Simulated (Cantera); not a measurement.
Cantera run, input and output.

```python
import numpy as np
import cantera as ct

gas = ct.Solution("gri30.yaml")


def delay(T, t_max=10):
    gas.TPX = T, 2200000, {'H2': 1, 'O2': 0.649, 'N2': 2.44, 'NO': 0.007}
    reactor = ct.IdealGasConstPressureReactor(gas, clone=False)
    net = ct.ReactorNet([reactor])
    net.rtol, net.atol = 1e-8, 1e-16
    while net.time < t_max:
        t_old, T_old = net.time, reactor.T
        net.step()
        if reactor.T > T + 400:  # ignition: a rise of 400 K
            return t_old + (T + 400 - T_old) / (reactor.T - T_old) * (net.time - t_old)
    return np.nan


taus = []
for T in [1225, 1300, 1375, 1450, 1525, 1600, 1675, 1750, 1825, 1900]:
    taus.append(delay(T))
    print(f"T0 = {T:6g} K   tau = {taus[-1]:.4e} s")
```

It prints:

```
T0 =   1225 K   tau = 1.8950e-05 s
T0 =   1300 K   tau = 6.1530e-06 s
T0 =   1375 K   tau = 2.2695e-06 s
T0 =   1450 K   tau = 1.1510e-06 s
T0 =   1525 K   tau = 7.3684e-07 s
T0 =   1600 K   tau = 5.3307e-07 s
T0 =   1675 K   tau = 4.1409e-07 s
T0 =   1750 K   tau = 3.3723e-07 s
T0 =   1825 K   tau = 2.8442e-07 s
T0 =   1900 K   tau = 2.4679e-07 s
```

Model: GRI-Mech 3.0 (53 species, 325 reactions), integrated in Cantera. The hydrogen kinetics of GRI-Mech 3.0 are dated; newer H2 mechanisms differ, most at raised pressure. The pressure lies above the range GRI-Mech 3.0 was tuned for (to about 10 atm). The mechanism lacks 2 NO + O2 → 2 NO2 and HONO, so NO2 and the effect of NO are under-described below about 1400 K. Where the delays flatten at high temperature, the 400 K rule measures the pace of heat release, not the induction time.
